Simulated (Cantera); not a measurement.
A closed system holds: 1 mol CH3F, 1.1 mol H2, held at 1375 K and 1.00 Torr.

These are equilibrium values from Cantera (NASA tables, ideal gas, pure condensed phases), not measurements of a reactor. Candidate condensed phases: C, C6H6, C7H8, C8H18; 95 gas species. The numbers say what is thermodynamically allowed, not how fast it happens.

Base state: H2 0.677, HF 0.323, H 7.72e-5 (mole fractions); condensed: C(graphite).

**Question.** What changes in the equilibrium state with this change: CH3F replaced by CCl4?

**Answer.** 
```
species            before    after
----------------  -------  -------
HCl                     0    0.626
Cl                      0    0.237
Cl2                     0    0.137
H2                  0.677  4.20e-8
HF                  0.323        0
H                 7.72e-5  1.92e-8
C(graphite), mol    1.000    1.000
```
